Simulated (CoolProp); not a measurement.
Carbon monoxide at 298.13 K and 0.407 MPa is throttled through a valve to 0.0763 MPa with no heat exchange. Each further row changes one setting.

The numbers come from the reference Helmholtz-energy equation of state, Lemmon 2006 in CoolProp. It is a short technical equation, of lower accuracy than the large ones.

```json
[
 {"case": "as stated", "temperature change (K)": "-0.8", "final density (kg/m³)": "0.865"},
 {"case": "outlet pressure 0.0229 MPa", "temperature change (K)": "[?]", "final density (kg/m³)": "[?]"},
 {"case": "outlet pressure 0.0992 MPa", "temperature change (K)": "-0.8", "final density (kg/m³)": "[?]"}
]
```

Task: Complete the blanks.

Result: 
- outlet pressure 0.0229 MPa, temperature change (K): -1.0
- outlet pressure 0.0229 MPa, final density (kg/m³): 0.260
- outlet pressure 0.0992 MPa, final density (kg/m³): 1.12
